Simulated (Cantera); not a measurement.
A closed system holds: 1 mol HgO, a varied amount of N₂, at 1373.15 K and 1330 Pa.

Method: chemical equilibrium by Gibbs-energy minimisation in Cantera with the NASA 1993 tables (ideal gas, pure condensed phases). Candidate condensed phases: Hg, HgO; 10 gas species. Kinetics and transport are ignored.

x: gas mole fraction; nothing condenses.

| n(N₂) (mol) | x N₂ | x Hg | x O₂ | x NO |
|---|---|---|---|---|
| 6.2 | 0.805 | 0.130 | 0.0648 | 0.000349 |
| 7.8 | 0.839 | 0.108 | 0.0536 | 0.000324 |
| 9.9 | 0.868 | 0.0877 | 0.0437 | 0.000298 |
| 12 | 0.889 | 0.0741 | 0.0369 | 0.000277 |
| 16 | 0.914 | 0.0571 | 0.0284 | … |
| 20 | 0.930 | 0.0465 | 0.0231 | … |
| 25 | 0.943 | 0.0377 | 0.0188 | … |
| 32 | 0.955 | 0.0299 | 0.0148 | … |
| 40 | 0.964 | 0.0241 | 0.0120 | … |
| 50 | 0.971 | 0.0194 | 0.00963 | … |
| 64 | 0.977 | 0.0153 | 0.00757 | … |

### Question
What belongs in the gaps?

### Answer

- 16, x NO: 0.000246
- 20, x NO: 0.000224
- 25, x NO: 0.000203
- 32, x NO: 0.000182
- 40, x NO: 0.000164
- 50, x NO: 0.000148
- 64, x NO: 0.000131
